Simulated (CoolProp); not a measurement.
Vapour-liquid equilibrium of R125 (1) + R236FA (2) at 0.078 MPa; x and y are mole fractions of (1).

Values from CoolProp's multi-fluid Helmholtz-energy mixture model, Lemmon 2005 and Pan 2012; pair parameters Bell 2016.

```json
[
 {"x": "0.05", "bubble temperature (K)": "259.8", "y at the bubble point": "0.259", "dew temperature at overall composition x (K)": "264.5", "liquid density (mol/L)": "9.834"},
 {"x": "0.15", "bubble temperature (K)": "250.7", "y at the bubble point": "0.569", "dew temperature at overall composition x (K)": "262.4", "liquid density (mol/L)": "10.20"},
 {"x": "0.25", "bubble temperature (K)": "243.8", "y at the bubble point": "0.731", "dew temperature at overall composition x (K)": "260.0", "liquid density (mol/L)": "10.53"},
 {"x": "0.35", "bubble temperature (K)": "238.4", "y at the bubble point": "0.825", "dew temperature at overall composition x (K)": "257.5", "liquid density (mol/L)": "10.84"},
 {"x": "0.45", "bubble temperature (K)": "234.2", "y at the bubble point": "0.884", "dew temperature at overall composition x (K)": "254.6", "liquid density (mol/L)": "11.14"},
 {"x": "0.55", "bubble temperature (K)": "230.6", "y at the bubble point": "0.922", "dew temperature at overall composition x (K)": "251.3", "liquid density (mol/L)": "11.43"},
 {"x": "0.65", "bubble temperature (K)": "227.7", "y at the bubble point": "0.949", "dew temperature at overall composition x (K)": "247.5", "liquid density (mol/L)": "11.73"},
 {"x": "0.75", "bubble temperature (K)": "225.1", "y at the bubble point": "0.969", "dew temperature at overall composition x (K)": "242.8", "liquid density (mol/L)": "12.02"},
 {"x": "0.85", "bubble temperature (K)": "222.8", "y at the bubble point": "0.984", "dew temperature at overall composition x (K)": "236.8", "liquid density (mol/L)": "12.31"},
 {"x": "0.95", "bubble temperature (K)": "220.8", "y at the bubble point": "0.995", "dew temperature at overall composition x (K)": "227.6", "liquid density (mol/L)": "12.61"}
]
```

No azeotrope shows between x = 0.05 and 0.95.

The pair parameters rest on a limited set of measurements; away from them the model extrapolates.
